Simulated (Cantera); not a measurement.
A freely propagating, adiabatic, planar premixed flame of 10.4 % CH₄, 18.8 % O₂, 70.8 % N₂, equivalence ratio 1.1, unburnt at 548 K and 0.140 bar; multicomponent+Soret transport, grid criteria slope 0.08 and curve 0.16, no radiation.

Model: GRI-Mech 3.0 (53 species, 325 reactions), integrated in Cantera. Burning velocities carry a grid error of a few per cent, more on coarse grids.

Task: Predict: laminar burning velocity; thermal thickness; peak x(H₂); peak x(CH₂); peak x(HCN).

Result: 
```json
{
 "laminar_burning_velocity": "154 cm/s",
 "thermal_thickness": "1.92 mm",
 "peak x(H₂)": "0.0350",
 "peak x(CH₂)": "8.13e-5",
 "peak x(HCN)": "5.89e-6"
}
```
